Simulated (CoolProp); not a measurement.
Vapour-liquid equilibrium of R113 (1) + acetone (2) at 371.4 K; x and y are mole fractions of (1).

Model: multi-fluid Helmholtz-energy mixture model, Marx 1992 and Lemmon 2006; pair parameters Bell 2016, in CoolProp.

Question: Give the bubble pressure and the first vapour's composition at x = 0.05, 0.15, 0.55. Is there an azeotrope?

Answer: x = 0.05: 378.1 kPa, y = 0.098; x = 0.15: 413.2 kPa, y = 0.244; x = 0.55: 472.0 kPa, y = 0.573. y crosses x between x = 0.55 and 0.65: the model has an azeotrope there.

Pair parameters are fitted to limited data, so mixtures are less certain than the pure fluids.
